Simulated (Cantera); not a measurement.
Feed: 1 mol Si3N4, 0.014 mol CO2, 8.1 mol N2, equilibrated at 0.150 Pa.

Method: chemical equilibrium by Gibbs-energy minimisation in Cantera with the NASA 1993 tables (ideal gas, pure condensed phases). Candidate condensed phases: C, Si, SiC, SiO2, Si2N2O, Si3N4; 34 gas species. Mutual solubility and eutectic melting of coexisting phases are not modelled. Rates play no part.

Q: Which condensed phases are stable at each of these points (T (K)): 923, 973, 1023, 1073, 1123, 1173, 1223, 1273, 1323, 1373, 1423?

A: 
```json
[
 {"T (K)": "923", "condensed phases": "C(graphite) + Si2N2O(s) + Si3N4(s)", "Si condensed (%)": "100.0"},
 {"T (K)": "973", "condensed phases": "C(graphite) + Si2N2O(s) + Si3N4(s)", "Si condensed (%)": "100.0"},
 {"T (K)": "1023", "condensed phases": "SiC(s) + Si2N2O(s) + Si3N4(s)", "Si condensed (%)": "100.0"},
 {"T (K)": "1073", "condensed phases": "SiC(s) + Si2N2O(s) + Si3N4(s)", "Si condensed (%)": "100.0"},
 {"T (K)": "1123", "condensed phases": "SiC(s) + Si2N2O(s) + Si3N4(s)", "Si condensed (%)": "100.0"},
 {"T (K)": "1173", "condensed phases": "SiC(s) + Si2N2O(s) + Si3N4(s)", "Si condensed (%)": "100.0"},
 {"T (K)": "1223", "condensed phases": "SiC(s) + Si2N2O(s) + Si3N4(s)", "Si condensed (%)": "100.0"},
 {"T (K)": "1273", "condensed phases": "SiC(s) + Si2N2O(s) + Si3N4(s)", "Si condensed (%)": "99.9"},
 {"T (K)": "1323", "condensed phases": "SiC(s) + Si3N4(s)", "Si condensed (%)": "99.1"},
 {"T (K)": "1373", "condensed phases": "Si(s) + SiC(s)", "Si condensed (%)": "99.0"},
 {"T (K)": "1423", "condensed phases": "Si(s) + SiC(s)", "Si condensed (%)": "98.7"}
]
```

From 923 K to 973 K the condensed part is C(graphite) + Si2N2O(s) + Si3N4(s). From 1023 K to 1273 K the condensed part is SiC(s) + Si2N2O(s) + Si3N4(s). At 1323 K the condensed part is SiC(s) + Si3N4(s). From 1373 K to 1423 K the condensed part is Si(s) + SiC(s).
